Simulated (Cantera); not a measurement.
A perfectly stirred reactor is fed with 12.3 % H2, 87.7 % O2, equivalence ratio 0.070, at 20.0 Torr; it is held at 1398 K, and followed from long to short residence time.

Detailed kinetics in Cantera: GRI-Mech 3.0 (53 species, 325 reactions). Radical loss at walls, strong at low pressure, is not modelled. The temperature is held fixed by assumption; the heat of reaction is taken as removed at once.

x: mole fraction; the columns are a selection and need not sum to one.

```csv
τ (s),x H2,x O2,x O,x HO2,x H2O,x H2O2,x OH
17,3.32e-5,0.868,0.000341,(withheld),0.130,3.21e-8,0.000978
5.7,6.83e-5,0.868,0.000713,(withheld),0.130,4.89e-8,0.00141
2.0,0.000135,0.867,0.00144,(withheld),0.129,7.12e-8,0.00201
0.68,0.000272,0.865,0.00294,(withheld),0.129,1.02e-7,0.00286
0.23,0.000540,0.861,0.00596,(withheld),0.127,1.40e-7,0.00407
0.081,0.00102,0.855,0.0115,(withheld),0.125,1.83e-7,0.00562
0.028,0.00187,0.844,0.0212,(withheld),0.121,2.25e-7,0.00759
0.0096,0.00320,0.828,0.0354,7.54e-6,0.114,2.57e-7,0.00973
0.0033,0.00506,0.811,0.0497,7.94e-6,0.106,2.76e-7,0.0116
0.0011,0.00830,0.801,0.0569,8.04e-6,0.0970,3.00e-7,0.0133
0.00039,0.0152,0.802,0.0540,7.97e-6,0.0871,3.41e-7,0.0150
```

**Question.** What belongs in the gaps?

**Answer.** 
- 17, x HO2: 5.00e-7
- 5.7, x HO2: 8.99e-7
- 2.0, x HO2: 1.53e-6
- 0.68, x HO2: 2.49e-6
- 0.23, x HO2: 3.79e-6
- 0.081, x HO2: 5.23e-6
- 0.028, x HO2: 6.59e-6
